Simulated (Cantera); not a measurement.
Charge: 1 mol HMDSO, 7.1 mol N2O, 6.1 mol N2, equilibrated at 1.00 Torr.

Equilibrium computed with Cantera from the NASA thermochemical tables; the gas is ideal and each condensed phase is pure. Candidate condensed phases: C, C6H6, C7H8, C8H18, H2O, Si, SiC, SiO2, Si2N2O, Si3N4; 151 gas species. The feed counts by its element totals alone. Mutual solubility and eutectic melting of coexisting phases are not modelled. The tables hold silica as quartz up to 1696 K and as liquid above; real silica turns to tridymite and cristobalite and melts near 1996 K. The numbers say what is thermodynamically allowed, not how fast it happens.

Problem. Which condensed phases are stable at each of these points (T (K)): 523, 673, 823, 973, 1123, 1273, 1423, 1573, 1723, 1873, 2023?

Solution. 
```csv
T (K),condensed phases,Si condensed (%)
523,C(graphite) + SiO2(α-quartz),100.0
673,C(graphite) + SiO2(α-quartz),100.0
823,C(graphite) + SiO2(α-quartz),100.0
973,C(graphite) + SiO2(β-quartz),100.0
1123,SiO2(β-quartz) + Si2N2O(s),100.0
1273,SiO2(β-quartz) + Si2N2O(s),100.0
1423,SiO2(β-quartz) + Si2N2O(s),96.9
1573,SiO2(β-quartz),4.9
1723,SiO2(condensed),2.2
1873,gas only,0.0
2023,gas only,0.0
```

From 523 K to 823 K the condensed part is C(graphite) + SiO2(α-quartz). At 973 K the condensed part is C(graphite) + SiO2(β-quartz). From 1123 K to 1423 K the condensed part is SiO2(β-quartz) + Si2N2O(s). At 1573 K the condensed part is SiO2(β-quartz). At 1723 K the condensed part is SiO2(condensed). From 1873 K to 2023 K nothing is condensed.
